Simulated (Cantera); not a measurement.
A freely propagating, adiabatic, planar premixed flame of 12.8 % CH₄, 18.3 % O₂, 68.8 % N₂, equivalence ratio 1.4, unburnt at 450 K and 1.00 bar; mixture-averaged transport, grid criteria slope 0.08 and curve 0.16, no radiation.

Cantera simulation using GRI-Mech 3.0 (53 species, 325 reactions); the numbers are that mechanism's predictions, not measurements. Burning velocities carry a grid error of a few per cent, more on coarse grids.

x: mole fraction of selected species; z is measured from the peak of heat release.

```
z (mm)  T (K)  u (m/s)    x CH₄      x O₂     x H₂    x C₂H₄       x H    x N₂O
------  -----  -------  -------  --------  -------  --------  --------  -------
-1.99     450    0.361    0.128     0.183  0.00309   5.45e-8     <1e-8    <1e-8
-1.33     455    0.366    0.127     0.182  0.00842   1.17e-6     <1e-8    <1e-8
-0.997    475    0.385    0.124     0.179        ?         ?     <1e-8    <1e-8
-0.664    597    0.491    0.114     0.169   0.0271  0.000112   5.64e-8    <1e-8
-0.332   1074    0.905   0.0765     0.124   0.0436  0.000933   2.49e-5    <1e-8
-0.166   1466     1.25   0.0427    0.0793   0.0519   0.00177  0.000262  1.66e-8
0        1815     1.57   0.0125    0.0327   0.0573   0.00116   0.00162  2.28e-8
0.166    1978     1.71  0.00209   0.00888   0.0583  0.000154   0.00342  1.85e-8
0.332    2026     1.75        ?         ?   0.0589         ?   0.00408        ?
0.664    2048     1.77  3.06e-5  0.000202   0.0606   9.69e-8   0.00392    <1e-8
1.33     2057     1.77  1.39e-6   5.18e-5   0.0616     <1e-8   0.00330    <1e-8
2.66     2066     1.78  3.91e-8   2.97e-5   0.0620     <1e-8   0.00253    <1e-8
5.31     2074     1.79    <1e-8   1.41e-5   0.0622     <1e-8   0.00173    <1e-8
```

Task: Fill in the missing entries.

Result: 
- -0.997, x H₂: 0.0151
- -0.997, x C₂H₄: 9.78e-6
- 0.332, x CH₄: 0.000390
- 0.332, x O₂: 0.00217
- 0.332, x C₂H₄: 1.03e-5
- 0.332, x N₂O: 1.40e-8
